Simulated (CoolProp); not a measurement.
Properties of n-pentane at several states (Tc = 469.7 K, pc = 3.368 MPa, ω = 0.251).

Computed with CoolProp (reference Helmholtz-energy equation of state, Thol 2019).

```tsv
T (K)	p (MPa)	phase	cp (kJ/(kg K))	Joule-Thomson coefficient (K/MPa)	viscosity (µPa s)	conductivity (mW/(m K))
313.7	0.0552	gas	1.754	28.96	7.07	16.0
298.4	15.6	liquid	2.270	-0.4136	220	121
581	0.0454	gas	2.833	4.214	13.1	52.4
```

Viscosity comes from a separate model (Quiñones-Cisneros 2006), older than the equation that it now runs on, and unchecked against measurements. Thermal conductivity comes from a separate model (Vassiliou 2015).
